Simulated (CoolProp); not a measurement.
Vapour-liquid equilibrium of cyclohexane (1) + m-xylene (2) at 10.8 bar; x and y are mole fractions of (1).

Model: multi-fluid Helmholtz-energy mixture model, Zhou 2014 and Zhou 2012; pair parameters Bell 2016, in CoolProp.

Give the bubble temperature and the first vapour's composition at x = 0.125, 0.35, 0.725. Is there an azeotrope?

x = 0.125: 242.1 °C, y = 0.256; x = 0.35: 222.0 °C, y = 0.572; x = 0.725: 198.9 °C, y = 0.861. No azeotrope shows between x = 0.05 and 0.95.

Pair parameters are fitted to limited data, so mixtures are less certain than the pure fluids.
